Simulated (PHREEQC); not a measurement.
Model water analysis in mg/L, 75 °C, pH 7.48, pe 8.5: Na 65; K 22.8; Ca 85.2; Mg 0.7; Cl 19.8; S(6) as SO4 84.4; Alkalinity as HCO3 319; Pb 0.358; Cu(2) 1.95.

Valence states are taken as typed.

Equilibrium calculation in PHREEQC: ion-association model, wateq4f.dat.

No solid was allowed to form.

Estimate the ionic strength.

ionic strength 0.00952 mol/kgw.

In which forms is Ca present?

Ca+2 84 %, CaSO4 7.4 %, CaHCO3+ 4.8 %, CaCO3 3.9 % of the Ca.

Saturation is exceeded, for instance for Malachite, Cu(OH)2; the values hold only as long as no solid forms. Away from 25 °C the constants follow the database's enthalpies or fits; those with neither stay at their 25 °C values. The database's constant for dissolved Cu(OH)2 is higher than later reviews accept.
